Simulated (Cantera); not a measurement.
A closed system holds: 1 mol Si3N4, 0.023 mol N2, held at 0.250 bar.

These are equilibrium values from Cantera (NASA tables, ideal gas, pure condensed phases), not measurements of a reactor. Candidate condensed phases: Si, Si3N4; 7 gas species. The tables' values for SiN are old estimates; treat these amounts as uncertain. Rates play no part. All values below are at 2375 K.

Base state: N2 0.992, Si 0.00709, SiN 0.000434, Si2N 0.000420, Si2 0.000156, Si3 2.82e-5 (mole fractions); condensed: Si(l).

**Question.** What changes in the equilibrium state with this change: pressure from 0.250 bar to 1.33 mbar?

**Answer.** 
```
species       before     after
----------  --------  --------
Si           0.00709     0.587
N2             0.992     0.405
Si2         0.000156   0.00568
Si3          2.82e-5  0.000454
SiN         0.000434   0.00167
Si2N        0.000420  0.000714
Si(l), mol      2.98         0
```

**Question.** What changes in the equilibrium state with this change: 0.48 mol O2 added?

**Answer.** 
| species | before | after |
|---|---|---|
| N2 | 0.992 | 0.673 |
| SiO | 0 | 0.319 |
| Si | 0.00709 | 0.00709 |
| SiN | 0.000434 | 0.000357 |
| Si2N | 0.000420 | 0.000345 |
| Si3 | 2.82e-5 | 2.82e-5 |
| Si(l), mol | 2.98 | 2.01 |
Further candidate phases: SiO2, Si2N2O.
